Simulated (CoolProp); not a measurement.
Vapour-liquid equilibrium of 1-butene (1) + acetone (2) at 270.5 K; x and y are mole fractions of (1).

Computed with CoolProp (multi-fluid Helmholtz-energy mixture model, Lemmon 2005 and Lemmon 2006; pair parameters Bell 2016).

| x | bubble pressure, mixture model (kPa) | bubble pressure, Raoult's law (kPa) | y, mixture model | y, Raoult's law |
|---|---|---|---|---|
| 0.05 | 26.09 | 13.49 | 0.702 | 0.432 |
| 0.125 | 47.89 | 21.63 | 0.846 | 0.674 |
| 0.2 | 64.02 | 29.77 | 0.891 | 0.783 |
| 0.275 | 75.47 | 37.91 | 0.911 | 0.846 |
| 0.35 | 83.36 | 46.05 | 0.923 | 0.886 |
| 0.425 | 88.74 | 54.19 | 0.931 | 0.914 |
| 0.5 | 92.50 | 62.33 | 0.936 | 0.935 |
| 0.575 | 95.40 | 70.47 | 0.940 | 0.951 |
| 0.65 | 98.01 | 78.60 | 0.944 | 0.964 |
| 0.725 | 100.8 | 86.74 | 0.949 | 0.974 |
| 0.8 | 104.0 | 94.88 | 0.957 | 0.983 |
| 0.875 | 108.0 | 103.0 | 0.967 | 0.990 |
| 0.95 | 112.9 | 111.2 | 0.984 | 0.996 |

The largest gap from Raoult's law is +121.4 % in bubble pressure, at x = 0.125. No azeotrope shows between x = 0.05 and 0.95.

Pair parameters are fitted to limited data, so mixtures are less certain than the pure fluids. With so large a gap from Raoult's law the liquid may split in two, which this calculation doesn't test in full.
